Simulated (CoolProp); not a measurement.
R407C along the isotherm 412.7 K: density (kg/m³) from the reference equation and from simpler models built on Tc = 359.3 K, pc = 4.632 MPa, ω = 0.363; each cubic takes its own stable root.

Model: reference Helmholtz-energy equation of state, Lemmon 2003, in CoolProp. It is a pseudo-pure fit of the blend.

| p (MPa) | phase | reference | ideal gas | van der Waals | Redlich-Kwong | Soave-Redlich-Kwong | Peng-Robinson |
|---|---|---|---|---|---|---|---|
| 0.0732 | gas | 1.845 | 1.839 | 1.845 | 1.846 | 1.845 | 1.846 |
| 0.107 | gas | 2.702 | 2.688 | 2.701 | 2.702 | 2.701 | 2.703 |
| 0.158 | gas | 4.000 | 3.969 | 3.998 | 4.000 | 3.997 | 4.002 |
| 0.232 | gas | 5.894 | 5.828 | 5.891 | 5.896 | 5.888 | 5.898 |
| 0.34 | gas | 8.684 | 8.542 | 8.678 | 8.687 | 8.671 | 8.692 |
| 0.499 | gas | 12.85 | 12.54 | 12.83 | 12.85 | 12.82 | 12.86 |
| 0.732 | gas | 19.07 | 18.39 | 19.04 | 19.09 | 19.01 | 19.11 |
| 1.07 | gas | 28.36 | 26.88 | 28.31 | 28.41 | 28.22 | 28.44 |
| 1.58 | gas | 43.05 | 39.69 | 42.97 | 43.16 | 42.72 | 43.22 |
| 2.32 | gas | 65.97 | 58.28 | 65.89 | 66.25 | 65.14 | 66.27 |
| 3.4 | gas | 103.5 | 85.42 | 103.9 | 104.4 | 101.3 | 103.9 |
| 4.99 | supercritical | 170.8 | 125.4 | 175.6 | 173.9 | 163.9 | 170.2 |
| 7.32 | supercritical | 308.3 | 183.9 | 350.9 | 321.6 | 280.8 | 296.0 |
| 10.7 | supercritical | 555.6 | 268.8 | 519.6 | 538.7 | 465.3 | 497.6 |
| 15.8 | supercritical | 752.5 | 396.9 | 609.6 | 692.8 | 635.2 | 689.7 |
| 23.2 | supercritical | 876.9 | 582.8 | 676.1 | 807.7 | 765.0 | 838.2 |
